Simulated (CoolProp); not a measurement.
Properties of CHF3 (R23) along the isobar 2 MPa (Tc = 299.3 K, pc = 4.832 MPa, ω = 0.263).

Model: reference Helmholtz-energy equation of state, Penoncello 2003, in CoolProp.

| T (K) | phase | density (kg/m³) | conductivity (mW/(m K)) |
|---|---|---|---|
| 270 | gas | 85.54 | 15.7 |
| 288.6 | gas | 72.60 | 16.2 |
| 307.3 | gas | 64.50 | 17.0 |
| 325.9 | gas | 58.64 | 17.8 |
| 344.5 | gas | 54.05 | 18.6 |
| 363.2 | gas | 50.28 | 19.5 |
| 381.8 | gas | 47.12 | 20.4 |
| 400.4 | gas | 44.40 | 21.3 |
| 419.1 | gas | 42.02 | 22.2 |
| 437.7 | gas | 39.92 | 23.2 |
| 456.4 | gas | 38.04 | 24.1 |
| 475 | gas | 36.36 | 25.1 |

Thermal conductivity comes from a separate model (Shan 2000).
